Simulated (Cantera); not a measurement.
Input: 1 mol CH3SiCl3, 0.46 mol C3H8, 26 mol H2, at 1023.15 K.

Method: chemical equilibrium by Gibbs-energy minimisation in Cantera with the NASA 1993 tables (ideal gas, pure condensed phases). Candidate condensed phases: C, C6H6, C7H8, C8H18, Si, SiC; 109 gas species. The feed counts by its element totals alone. Equilibrium is a limit: real reactors are often held back by kinetics, nucleation or transport.

What share of the Si ends up in condensed phases as a function of P (Pa), at 100, 240, 560, 1300, 3200, 7500, 18000, 42000, 100000?


```tsv
P (Pa)	Si condensed (%)	as
100	99.6	SiC(s)
240	99.1	SiC(s)
560	98.0	SiC(s)
1300	95.9	SiC(s)
3200	92.0	SiC(s)
7500	86.5	SiC(s)
18000	79.2	SiC(s)
42000	71.3	SiC(s)
100000	62.6	SiC(s)
```
